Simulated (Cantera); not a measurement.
Charge: 1 mol PbS, 7.1 mol H₂, held at 1850 K and 0.100 bar.

Cantera equilibrium calculation (NASA polynomials, part measured and part estimated; ideal gas, pure solids and liquids). Candidate condensed phases: Pb, PbS, S; 10 gas species. Rates play no part.

Base state: H₂ 0.833, PbS 0.0649, Pb 0.0566, H₂S 0.0267, S₂ 0.0122, SH 0.00503, H 0.00155, S 0.000385 (mole fractions); condensed: gas only.

Problem. What changes in the equilibrium state with this change: H₂ from 7.1 to 2000 mol?

Solution. 
| species | before | after |
|---|---|---|
| H₂ | 0.833 | 0.997 |
| H | 0.00155 | 0.00170 |
| Pb | 0.0566 | 0.000492 |
| PbS | 0.0649 | 7.26e-6 |
| S₂ | 0.0122 | 2.03e-6 |
| H₂S | 0.0267 | 0.000412 |
| S | 0.000385 | 4.95e-6 |
| SH | 0.00503 | 7.09e-5 |
